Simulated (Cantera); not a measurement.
A Cantera script and what it prints.

```python
import numpy as np
import cantera as ct

gas_names = """
    F FO FO2 F2 F2O H HF HNO HNO2 HNO3 HOF HO2 H2 H2F2 H2O H2O2 H3F3 H4F4 H5F5 H6F6 H7F7 N NF NF2 NF3 NH
    NH2 NH3 NH2OH NO NO2 NO3 N2 N2H2 N2H4 N2O O OH O2 O3
""".split()
cond_names = """
    H2O(s) H2O(L)
""".split()


# ... load() reads the species with a 1 bar reference pressure and builds the phases ...
atoms = {
    'HF': {'H': 1, 'F': 1},
    'O2': {'O': 2},
    'N2': {'N': 2},
}
top_T = {}  # K; cautious upper limits of use, not melting points


# ... equilibrate(T, P, feed) seeds the gas with the atoms and calls Mixture.equilibrate('TP', solver="vcs", rtol=1e-11, max_steps=5000) ...
results = []
feed = {'HF': 1, 'O2': 0.13, 'N2': 1.8}  # mol
T = 2750  # K
P = 37  # Pa
mix = equilibrate(T, P, feed)
results.append((T, P, feed, dict(zip(mix.species_names, mix.species_moles))))
print(gas.report(threshold=0.001))
for i in range(1, mix.n_phases):
    print(f"{mix.phase(i).name:16s} {mix.phase_moles(i):12.5e} mol")
```

It prints:

```
       temperature   2750 K
          pressure   37 Pa
           density   3.5707e-05 kg/m^3
  mean mol. weight   22.066 kg/kmol
   phase of matter   gas

                          1 kg             1 kmol
                     ---------------   ---------------
          enthalpy        3.0457e+06        6.7204e+07  J
   internal energy        2.0094e+06        4.4339e+07  J
           entropy             14356        3.1676e+05  J/K
    Gibbs function       -3.6432e+07       -8.0389e+08  J
 heat capacity c_p            1469.1             32416  J/K
 heat capacity c_v            1092.3             24102  J/K

                      mass frac. Y      mole frac. X     chem. pot. / RT
                     ---------------   ---------------   ---------------
                 F          0.084656          0.098324           -29.325
                 H         0.0043834          0.095954           -17.834
                HF           0.17907            0.1975           -47.159
                NO         0.0026073         0.0019173           -40.688
                N2           0.67474           0.53147           -36.595
                 O          0.052318          0.072156            -22.39
     [  +34 minor]          0.002225         0.0026836
```

Equilibrium computed with Cantera from the NASA thermochemical tables; the gas is ideal and each condensed phase is pure.
